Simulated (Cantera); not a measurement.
Feed: 1 mol CH₃SiCl₃, 0.0089 mol C₂H₂, 57 mol H₂, equilibrated at 2525 K and 1100 Pa.

These are equilibrium values from Cantera (NASA tables, ideal gas, pure condensed phases), not measurements of a reactor. Candidate condensed phases: C, C₆H₆, C₇H₈, C₈H₁₈, Si, SiC; 109 gas species. The feed counts by its element totals alone. The tables' values for SiCl are old estimates; treat these amounts as uncertain. Gases not in the tables: Si₂H₆ and higher silanes. Kinetics and transport are ignored.

Base state: H₂ 0.712, H 0.225, HCl 0.0353, Si 0.0117, Cl 0.00788, C₂H₂ (acetylene) 0.00513, SiC₂ 0.00196, SiH 0.000264 (mole fractions); condensed: gas only.

Q: What changes in the equilibrium state with this change: C₂H₂ from 0.0089 to 0.45 mol?

A: 
| species | before | after |
|---|---|---|
| H₂ | 0.712 | 0.709 |
| H | 0.225 | 0.225 |
| HCl | 0.0353 | 0.0350 |
| C₂H₂ (acetylene) | 0.00513 | 0.00851 |
| Si | 0.0117 | 0.0106 |
| C₄H₂ | 1.53e-5 | 4.22e-5 |
| C₃ | 3.09e-5 | 6.64e-5 |
| C₂H | 0.000123 | 0.000205 |
| SiC₂ | 0.00196 | 0.00297 |
| C(graphite), mol | 0 | 0.235 |

Q: What changes in the equilibrium state with this change: C₂H₂ from 0.0089 to 0.22 mol?

A: 
```csv
species,before,after
H₂,0.712,0.710
H,0.225,0.225
HCl,0.0353,0.0351
C₂H₂ (acetylene),0.00513,0.00734
Si,0.0117,0.0110
C₄H₂,1.53e-5,3.13e-5
C₃,3.09e-5,5.30e-5
```
